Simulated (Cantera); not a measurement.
An adiabatic, constant-volume homogeneous reactor starts with 3.84 % CH4, 20.2 % O2, 76.0 % N2, at 1650 K and 13.0 bar.

Model: GRI-Mech 3.0 (53 species, 325 reactions), integrated in Cantera. The pressure lies above the range GRI-Mech 3.0 was tuned for (to about 10 atm).

One state of this run: T (K) = 2603; P (bar) = 20.6; x CH4 = <1e-12; x O2 = 0.123; x HCO = 6.62e-10; x CH2O = 5.27e-12; x CH2 = <1e-12; x O = 0.00183; x CH2CO = <1e-12. x: mole fraction; the columns are a selection and need not sum to one.

Problem. Which value of t (s) does it belong to?
(A) 7.77e-5
(B) 1.00e-6
(C) 4.27e-6
(D) 0.0257

Solution. A, 7.77e-5
